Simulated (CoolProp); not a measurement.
Ethylene along the isotherm 13.45 °C: fugacity coefficient from the reference equation and from simpler models built on Tc = 9.2 °C, pc = 50.42 bar, ω = 0.087; each cubic takes its own stable root.

The numbers come from the reference Helmholtz-energy equation of state, Smukala 2000 in CoolProp.

```tsv
p (bar)	phase	reference	Soave-Redlich-Kwong	Peng-Robinson
15.8	gas	0.9007	0.8998	0.8894
31.5	gas	0.8039	0.8030	0.7850
47.3	gas	0.7049	0.7050	0.6822
63	supercritical	0.5884	0.5933	0.5699
78.8	supercritical	0.4978	0.5067	0.4837
94.5	supercritical	0.4373	0.4482	0.4254
110	supercritical	0.3947	0.4067	0.3840
126	supercritical	0.3619	0.3747	0.3519
```
